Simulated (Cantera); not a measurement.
Gas mixture: O₂ = 0.51 (molar parts), at 4.93 atm, frozen composition.

Cantera's kinetic-theory transport with the Lennard-Jones parameters of GRI-Mech 3.0, ideal gas; thermal conductivity in the mixture-averaged form.

D: mixture-averaged diffusion coefficient of that species in the mixture.

```json
[
 {"T (K)": "400", "ρ (kg/m³)": "4.81", "cp (J/kg/K)": "941.4", "μ (µPa s)": "?", "λ (mW/m/K)": "33.9", "Pr": "0.713", "D (cm²/s) OH": "0.108", "D (cm²/s) N₂": "0.0700", "D (cm²/s) C₂H₂": "0.0568"},
 {"T (K)": "500", "ρ (kg/m³)": "3.85", "cp (J/kg/K)": "971.4", "μ (µPa s)": "?", "λ (mW/m/K)": "41.1", "Pr": "0.709", "D (cm²/s) OH": "0.158", "D (cm²/s) N₂": "0.103", "D (cm²/s) C₂H₂": "0.0842"},
 {"T (K)": "600", "ρ (kg/m³)": "3.21", "cp (J/kg/K)": "1003", "μ (µPa s)": "?", "λ (mW/m/K)": "48.2", "Pr": "0.709", "D (cm²/s) OH": "0.215", "D (cm²/s) N₂": "0.140", "D (cm²/s) C₂H₂": "0.116"},
 {"T (K)": "700", "ρ (kg/m³)": "2.75", "cp (J/kg/K)": "1031", "μ (µPa s)": "?", "λ (mW/m/K)": "55.0", "Pr": "0.709", "D (cm²/s) OH": "0.279", "D (cm²/s) N₂": "0.182", "D (cm²/s) C₂H₂": "0.151"},
 {"T (K)": "800", "ρ (kg/m³)": "2.41", "cp (J/kg/K)": "1055", "μ (µPa s)": "41.4", "λ (mW/m/K)": "61.4", "Pr": "0.710", "D (cm²/s) OH": "0.349", "D (cm²/s) N₂": "0.227", "D (cm²/s) C₂H₂": "0.189"},
 {"T (K)": "900", "ρ (kg/m³)": "2.14", "cp (J/kg/K)": "1074", "μ (µPa s)": "44.7", "λ (mW/m/K)": "67.6", "Pr": "0.710", "D (cm²/s) OH": "0.425", "D (cm²/s) N₂": "0.277", "D (cm²/s) C₂H₂": "0.231"},
 {"T (K)": "1000", "ρ (kg/m³)": "1.92", "cp (J/kg/K)": "1090", "μ (µPa s)": "47.9", "λ (mW/m/K)": "73.6", "Pr": "0.710", "D (cm²/s) OH": "0.506", "D (cm²/s) N₂": "0.330", "D (cm²/s) C₂H₂": "0.276"},
 {"T (K)": "1100", "ρ (kg/m³)": "1.75", "cp (J/kg/K)": "1103", "μ (µPa s)": "51.0", "λ (mW/m/K)": "79.4", "Pr": "0.709", "D (cm²/s) OH": "0.593", "D (cm²/s) N₂": "0.387", "D (cm²/s) C₂H₂": "0.324"}
]
```

### Question
Some entries are withheld; supply them.

### Answer

- 400, μ (µPa s): 25.6
- 500, μ (µPa s): 30.0
- 600, μ (µPa s): 34.1
- 700, μ (µPa s): 37.8
